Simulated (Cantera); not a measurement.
Feed: 1 mol n-butane, 0.36 mol NH3, at 10.0 mbar.

Method: chemical equilibrium by Gibbs-energy minimisation in Cantera with the NASA 1993 tables (ideal gas, pure condensed phases). Candidate condensed phases: C, C6H6, C7H8, C8H18; 92 gas species. Equilibrium is a limit: real reactors are often held back by kinetics, nucleation or transport. All values below are at 1048 K.

Base state: H2 0.968, N2 0.0315, CH4 0.000547 (mole fractions); condensed: C(graphite).

**Question.** What changes in the equilibrium state with this change: NH3 from 0.36 to 0.035 mol?

**Answer.** 
| species | before | after |
|---|---|---|
| H2 | 0.968 | 0.996 |
| N2 | 0.0315 | 0.00345 |
| CH4 | 0.000547 | 0.000579 |
| C(graphite), mol | 4.00 | 4.00 |

**Question.** What changes in the equilibrium state with this change: NH3 from 0.36 to 0.012 mol?

**Answer.** 
```json
[
 {"species": "H2", "before": "0.968", "after": "0.998"},
 {"species": "N2", "before": "0.0315", "after": "0.00119"},
 {"species": "CH4", "before": "0.000547", "after": "0.000582"},
 {"species": "C(graphite), mol", "before": "4.00", "after": "4.00"}
]
```
